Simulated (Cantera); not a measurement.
A perfectly stirred reactor is fed with 27.5 % H₂, 61.0 % O₂, 11.0 % N₂, 0.543 % H₂O, at 2670 Pa; it is held at 1125 K, and followed from long to short residence time.

Model: the H2/O2 subset of GRI-Mech 3.0, which has no nitrogen chemistry, integrated in Cantera. Radical loss at walls, strong at low pressure, is not modelled. The temperature is held fixed by assumption; the heat of reaction is taken as removed at once.

x: mole fraction; the columns are a selection and need not sum to one.

```json
[
 {"τ (s)": "3.0", "x H₂": "0.000366", "x O₂": "0.548", "x H₂O₂": "___", "x O": "0.000400", "x H₂O": "0.324"},
 {"τ (s)": "0.85", "x H₂": "0.000824", "x O₂": "0.547", "x H₂O₂": "___", "x O": "0.000925", "x H₂O": "0.323"},
 {"τ (s)": "0.24", "x H₂": "0.00182", "x O₂": "0.546", "x H₂O₂": "___", "x O": "0.00212", "x H₂O": "0.320"},
 {"τ (s)": "0.069", "x H₂": "0.00390", "x O₂": "0.544", "x H₂O₂": "1.30e-6", "x O": "0.00468", "x H₂O": "0.316"},
 {"τ (s)": "0.020", "x H₂": "0.00812", "x O₂": "0.539", "x H₂O₂": "1.37e-6", "x O": "0.00993", "x H₂O": "0.305"},
 {"τ (s)": "0.0055", "x H₂": "0.0169", "x O₂": "0.530", "x H₂O₂": "1.28e-6", "x O": "0.0202", "x H₂O": "0.279"},
 {"τ (s)": "0.0016", "x H₂": "0.0326", "x O₂": "0.517", "x H₂O₂": "___", "x O": "0.0329", "x H₂O": "0.232"},
 {"τ (s)": "0.00045", "x H₂": "0.0657", "x O₂": "0.517", "x H₂O₂": "___", "x O": "0.0365", "x H₂O": "0.173"},
 {"τ (s)": "0.00013", "x H₂": "0.146", "x O₂": "0.550", "x H₂O₂": "___", "x O": "0.0232", "x H₂O": "0.0988"}
]
```

Question: What belongs in the gaps?

Answer: 
- 3.0, x H₂O₂: 6.19e-7
- 0.85, x H₂O₂: 8.59e-7
- 0.24, x H₂O₂: 1.10e-6
- 0.0016, x H₂O₂: 1.08e-6
- 0.00045, x H₂O₂: 9.83e-7
- 0.00013, x H₂O₂: 7.86e-7
